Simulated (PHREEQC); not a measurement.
## Alkaline etch or developer (model solution)

Dissolve 0.98 mol CsOH and 0.11 mol NaAlO2 per kg of water at 20 °C. Closed to the air; pH follows from the charge balance.

The numbers come from PHREEQC with the ion-association model, wateq4f.dat.

Precipitation was switched off in this run.

### Question
Predict the pH, activity of water, ionic strength.

### Answer
pH 13.94; activity of water 0.963; ionic strength 1.09 mol/kgw.

Caution: at this ionic strength the ion-association model is outside its range; a Pitzer model would be the better tool where its parameters exist.
